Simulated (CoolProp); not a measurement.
The numbers come from the reference Helmholtz-energy equation of state, Lemmon 2003 in CoolProp. It is a pseudo-pure fit of the blend.

### Question
For R407C, give the phase and the cp (kJ/(kg K)), isothermal compressibility (1/MPa), viscosity (µPa s), conductivity (mW/(m K)) at 406.4 K and 46.3 bar.

### Answer
- 406.4 K and 46.3 bar: gas; cp 1.38, isothermal compressibility 0.304, viscosity 21.0, conductivity 26.9

Viscosity comes from a separate model (Geller 2000). Thermal conductivity comes from a separate model (Geller 2001).
